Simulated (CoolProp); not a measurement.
Computed with CoolProp (reference Helmholtz-energy equation of state, Zhou 2014).

For cyclohexane, give the phase and the speed of sound (m/s), expansivity (1/kK) at 516.8 K and 93.7 bar; 620 K and 93.7 bar.


- 516.8 K and 93.7 bar: liquid; speed of sound 490, expansivity 2.53
- 620 K and 93.7 bar: supercritical; speed of sound 209, expansivity 7.51
